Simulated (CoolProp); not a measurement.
Model: reference Helmholtz-energy equation of state, Lemmon 2005, in CoolProp. It is a short technical equation, of lower accuracy than the large ones.

### Question
For cis-2-butene, give the phase and the density (kg/m³), fugacity coefficient at 104.25 °C and 6070 kPa; 202.65 °C and 6070 kPa; 235.45 °C and 6070 kPa.

### Answer
- 104.25 °C and 6070 kPa: liquid; density 523, fugacity coefficient 0.237
- 202.65 °C and 6070 kPa: supercritical; density 173, fugacity coefficient 0.651
- 235.45 °C and 6070 kPa: supercritical; density 122, fugacity coefficient 0.725
